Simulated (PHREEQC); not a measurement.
A PHREEQC input (ion-association model, wateq4f.dat):

```
SOLUTION 1
  temp 20
  units mg/L
  pH 7.87
  pe 9.6
  Na 60.4
  K 131
  Ca 399
  Mg 46.3
  Cl 224
  S(6) 1000 as SO4
  Alkalinity 155 as HCO3
  Ni 1.45
END
USE solution 7
EQUILIBRIUM_PHASES 1
  Gypsum 0 0
  Quartz 0 0.5
  CO2(g) -3.4 10
END
```

It stops with these messages:

```
ERROR: Solution 7 not found.
```

The fault: USE names a solution that was never defined. The line should read `USE solution 1` where the input has `USE solution 7`. With the mend the run ends at pH 8.43 and ionic strength 0.0391 mol/kgw.
